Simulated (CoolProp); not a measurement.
Vapour-liquid equilibrium of R142b (1) + R113 (2) at 0.0308 MPa; x and y are mole fractions of (1).

The numbers come from the multi-fluid Helmholtz-energy mixture model, Lemmon 2006 and Marx 1992; pair parameters Bell 2016 in CoolProp.

### Question
Give the bubble temperature and the first vapour's composition at x = 0.15, 0.25, 0.95. Is there an azeotrope?

### Answer
x = 0.15: -7.2 °C, y = 0.703; x = 0.25: -14.9 °C, y = 0.823; x = 0.95: -34.3 °C, y = 0.994. No azeotrope shows between x = 0.05 and 0.95.

The pair parameters rest on a limited set of measurements; away from them the model extrapolates.
